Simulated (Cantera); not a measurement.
A perfectly stirred reactor is fed with NH3 : N2 = 1 : 1.9 (molar parts), at 1.60 bar; it is held at 1900 K, and followed from long to short residence time.

Detailed kinetics in Cantera: the gas-phase N/H chemistry of the illustrative SiF4/NH3 mechanism in the Surface Chemkin manual (1991). Walls and surfaces, which speed up NH3 decomposition in real reactors, are not modelled.

Question: What does this change do: NH3 1 to 0.21 parts?

Answer: 
```csv
quantity,before,after
x(NH3) at τ = 0.970 s,0.0372,0.0114
x(N2H2) at τ = 0.970 s,5.68e-8,1.87e-8
x(H2) at τ = 0.970 s,0.343,0.120
x(NH) at τ = 0.970 s,2.05e-6,1.53e-6
x(N2) at τ = 0.970 s,0.620,0.868
x(NH3) at τ = 19.0 ms,0.270,0.0804
x(N2H2) at τ = 19.0 ms,8.74e-7,2.43e-7
x(H2) at τ = 19.0 ms,0.0827,0.0259
x(NH) at τ = 19.0 ms,4.60e-6,3.30e-6
x(N2) at τ = 19.0 ms,0.646,0.893
```

Question: What does this change do: temperature 1900 to 2098 K?

Answer: 
| quantity | before | after |
|---|---|---|
| x(NH3) at τ = 0.970 s | 0.0372 | 0.00490 |
| x(N2H2) at τ = 0.970 s | 5.68e-8 | 1.57e-8 |
| x(H2) at τ = 0.970 s | 0.343 | 0.378 |
| x(NH) at τ = 0.970 s | 2.05e-6 | 4.09e-6 |
| x(N2) at τ = 0.970 s | 0.620 | 0.616 |
| x(NH3) at τ = 19.0 ms | 0.270 | 0.107 |
| x(N2H2) at τ = 19.0 ms | 8.74e-7 | 7.47e-7 |
| x(H2) at τ = 19.0 ms | 0.0827 | 0.265 |
| x(NH) at τ = 19.0 ms | 4.60e-6 | 1.59e-5 |
| x(N2) at τ = 19.0 ms | 0.646 | 0.627 |

Question: What does this change do: pressure from 1.60 bar to 0.470 bar?

Answer: 
```
quantity                 before    after
----------------------  -------  -------
x(NH3) at τ = 0.970 s    0.0372   0.0686
x(N2H2) at τ = 0.970 s  5.68e-8  1.78e-7
x(H2) at τ = 0.970 s      0.343    0.308
x(NH) at τ = 0.970 s    2.05e-6  3.48e-6
x(N2) at τ = 0.970 s      0.620    0.623
x(NH3) at τ = 19.0 ms     0.270    0.316
x(N2H2) at τ = 19.0 ms  8.74e-7  1.20e-6
x(H2) at τ = 19.0 ms     0.0827   0.0320
x(NH) at τ = 19.0 ms    4.60e-6  4.46e-6
x(N2) at τ = 19.0 ms      0.646    0.652
```
